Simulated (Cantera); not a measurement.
Cantera with NASA thermochemical tables; ideal gases at 1 bar, condensed phases pure. Values are per mole of reaction as written; species without (g) are pure solids or liquids, kept so even where they would boil at 1 bar.

2 V + 5 NO₂(g) → V₂O₅ + 5 NO(g), with ΔH° = -1265.2 kJ and ΔS° = -74.1 J/K at 300 K.

### Question
How far is the shortcut ΔG° ≈ ΔH°(300 K) − T·ΔS°(300 K) from the full temperature-dependent value at 1948, 2048, 2148, 2248, 2348 K?

### Answer
```csv
T (K),shortcut (kJ),full (kJ),difference (kJ),difference in log10 K,condensed phases
1948,-1120.7,-1264.6,143.8,-3.86,"V(s), V₂O₅(l)"
2048,-1113.3,-1270.2,156.8,-4.00,"V(s), V₂O₅(l)"
2148,-1105.9,-1275.7,169.8,-4.13,"V(s), V₂O₅(l)"
2248,-1098.5,-1280.1,181.6,-4.22,"V(l), V₂O₅(l)"
2348,-1091.1,-1283.5,192.4,-4.28,"V(l), V₂O₅(l)"
```
The shortcut ignores heat capacities and the phase changes listed.
